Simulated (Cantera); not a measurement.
CH3OH + CO2 + N2 (carbon deposition, reforming and gasification)

A closed system holds: 1 mol CH3OH, 2.4 mol CO2, 6.6 mol N2, at 10.0 Torr.

Method: chemical equilibrium by Gibbs-energy minimisation in Cantera with the NASA 1993 tables (ideal gas, pure condensed phases). Candidate condensed phases: C, C6H6, C7H8, C8H18, H2O; 136 gas species. Rates play no part.

From 2275 K to 2775 K nothing is condensed. The main C-bearing gas is CO throughout.

```json
[
 {"T (K)": "2275", "x N2": "0.542", "x CO": "0.199", "x H": "0.0160", "x H2O": "0.106", "x CO2": "0.0807", "x O": "0.00130", "x H2": "0.0473", "x OH": "0.00559", "x O2": "0.00122"},
 {"T (K)": "2325", "x N2": "0.539", "x CO": "0.200", "x H": "0.0205", "x H2O": "0.103", "x CO2": "0.0779", "x O": "0.00227", "x H2": "0.0465", "x OH": "0.00758", "x O2": "0.00210"},
 {"T (K)": "2375", "x N2": "0.535", "x CO": "0.202", "x H": "0.0262", "x H2O": "0.0983", "x CO2": "0.0740", "x O": "0.00382", "x H2": "0.0459", "x OH": "0.00997", "x O2": "0.00339"},
 {"T (K)": "2425", "x N2": "0.529", "x CO": "0.204", "x H": "0.0331", "x H2O": "0.0922", "x CO2": "0.0690", "x O": "0.00614", "x H2": "0.0456", "x OH": "0.0127", "x O2": "0.00513"},
 {"T (K)": "2475", "x N2": "0.523", "x CO": "0.207", "x H": "0.0416", "x H2O": "0.0848", "x CO2": "0.0630", "x O": "0.00942", "x H2": "0.0455", "x OH": "0.0156", "x O2": "0.00723"},
 {"T (K)": "2525", "x N2": "0.515", "x CO": "0.210", "x H": "0.0517", "x H2O": "0.0761", "x CO2": "0.0563", "x O": "0.0138", "x H2": "0.0453", "x OH": "0.0185", "x O2": "0.00951"},
 {"T (K)": "2575", "x N2": "0.506", "x CO": "0.213", "x H": "0.0636", "x H2O": "0.0666", "x CO2": "0.0491", "x O": "0.0195", "x H2": "0.0450", "x OH": "0.0212", "x O2": "0.0117"},
 {"T (K)": "2625", "x N2": "0.496", "x CO": "0.215", "x H": "0.0774", "x H2O": "0.0565", "x CO2": "0.0419", "x O": "0.0264", "x H2": "0.0443", "x OH": "0.0234", "x O2": "0.0137"},
 {"T (K)": "2675", "x N2": "0.485", "x CO": "0.217", "x H": "0.0926", "x H2O": "0.0463", "x CO2": "0.0351", "x O": "0.0346", "x H2": "0.0429", "x OH": "0.0250", "x O2": "0.0151"},
 {"T (K)": "2725", "x N2": "0.475", "x CO": "0.217", "x H": "0.109", "x H2O": "0.0367", "x CO2": "0.0288", "x O": "0.0438", "x H2": "0.0408", "x OH": "0.0258", "x O2": "0.0159"},
 {"T (K)": "2775", "x N2": "0.464", "x CO": "0.218", "x H": "0.126", "x H2O": "0.0280", "x CO2": "0.0233", "x O": "0.0538", "x H2": "0.0379", "x OH": "0.0256", "x O2": "0.0160"}
]
```
x: gas mole fraction; nothing condenses.
